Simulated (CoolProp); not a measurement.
A closed Brayton cycle with dry air: compressor inlet 319.15 K and 2.3 MPa, high pressure 7.3 MPa, turbine inlet 950 K, compressor efficiency 0.89, turbine efficiency 0.9, recuperator effectiveness 0.8 (on enthalpy, no pinch check). Each further row changes one setting.

Model: reference Helmholtz-energy equation of state, Lemmon 2000, in CoolProp. It is a pseudo-pure fit of the blend.

```json
[
 {"case": "as stated", "thermal efficiency (%)": "34.5", "net work (kJ/kg)": "106", "compressor to turbine work": "0.57", "compressor exit (K)": "459.8", "turbine exit (K)": "728.4"},
 {"case": "turbine inlet 900 K", "thermal efficiency (%)": "32.5", "net work (kJ/kg)": "93.1", "compressor to turbine work": "0.60", "compressor exit (K)": "459.8", "turbine exit (K)": "688.3"},
 {"case": "compressor inlet 329.15 K", "thermal efficiency (%)": "33.4", "net work (kJ/kg)": "102", "compressor to turbine work": "0.59", "compressor exit (K)": "473.9", "turbine exit (K)": "728.4"},
 {"case": "high pressure 6.21 MPa", "thermal efficiency (%)": "34.3", "net work (kJ/kg)": "98.8", "compressor to turbine work": "0.55", "compressor exit (K)": "437.3", "turbine exit (K)": "756.1"},
 {"case": "recuperator effectiveness 0.5", "thermal efficiency (%)": "27.0", "net work (kJ/kg)": "106", "compressor to turbine work": "0.57", "compressor exit (K)": "459.8", "turbine exit (K)": "728.4"}
]
```
